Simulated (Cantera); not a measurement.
Charge: 1 mol CH₃F, equilibrated at 210 Torr.

Method: chemical equilibrium by Gibbs-energy minimisation in Cantera with the NASA 1993 tables (ideal gas, pure condensed phases). Candidate condensed phases: C, C₆H₆, C₇H₈, C₈H₁₈; 110 gas species. Ions and electrons are included (thermal ionisation). The numbers say what is thermodynamically allowed, not how fast it happens.

Problem. What share of the C ends up in condensed phases as a function of T (°C), at 1727, 1977, 2227, 2477, 2727, 2977, 3227, 3477, 3727, 3977, 4227, 4477, 4727?

Solution. 
```json
[
 {"T (°C)": "1727", "C condensed (%)": "99.8", "as": "C(graphite)"},
 {"T (°C)": "1977", "C condensed (%)": "99.3", "as": "C(graphite)"},
 {"T (°C)": "2227", "C condensed (%)": "97.9", "as": "C(graphite)"},
 {"T (°C)": "2477", "C condensed (%)": "94.7", "as": "C(graphite)"},
 {"T (°C)": "2727", "C condensed (%)": "88.3", "as": "C(graphite)"},
 {"T (°C)": "2977", "C condensed (%)": "69.1", "as": "C(graphite)"},
 {"T (°C)": "3227", "C condensed (%)": "0.0", "as": "-"},
 {"T (°C)": "3477", "C condensed (%)": "0.0", "as": "-"},
 {"T (°C)": "3727", "C condensed (%)": "0.0", "as": "-"},
 {"T (°C)": "3977", "C condensed (%)": "0.0", "as": "-"},
 {"T (°C)": "4227", "C condensed (%)": "0.0", "as": "-"},
 {"T (°C)": "4477", "C condensed (%)": "0.0", "as": "-"},
 {"T (°C)": "4727", "C condensed (%)": "0.0", "as": "-"}
]
```
